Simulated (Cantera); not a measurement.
An isothermal plug-flow reactor at 725 K and 760 Torr (inlet), inlet velocity 0.15 m/s, active area per volume 630 1/m; feed CO : O2 : N2 = 0.002 : 0.044 : 0.79 (molar parts), equivalence ratio 0.023.

Cantera simulation using Deutschmann's 1995 Pt surface mechanism with GRI-Mech 3.0 gas chemistry; the numbers are that mechanism's predictions, not measurements. Catalytic surfaces can have several steady states; this one follows from the mechanism file's or the stated starting coverage. Mass transfer to the wall is taken as infinitely fast.

x: gas mole fraction; θ: surface coverage.

```csv
z (m),x CO,x O2,x H2O,x CO2,θ free Pt,θ O*
0.00071,?,0.0521,<1e-12,0.00102,0.0213,0.978
0.0013,?,0.0520,<1e-12,0.00139,0.0195,0.980
0.0022,?,0.0518,<1e-12,0.00173,0.0182,0.982
0.004,?,0.0516,<1e-12,0.00207,0.0172,0.983
0.0071,?,0.0515,<1e-12,0.00229,0.0166,0.983
0.013,?,0.0515,<1e-12,0.00238,0.0163,0.984
0.022,?,0.0515,<1e-12,0.00239,0.0163,0.984
0.04,?,0.0515,<1e-12,0.00240,0.0163,0.984
0.071,<1e-12,0.0515,<1e-12,0.00240,0.0163,0.984
```

**Question.** Fill in the missing entries.

**Answer.** 
- 0.00071, x CO: 0.00137
- 0.0013, x CO: 0.00100
- 0.0022, x CO: 0.000665
- 0.004, x CO: 0.000322
- 0.0071, x CO: 0.000104
- 0.013, x CO: 1.32e-5
- 0.022, x CO: 5.86e-7
- 0.04, x CO: 1.17e-9
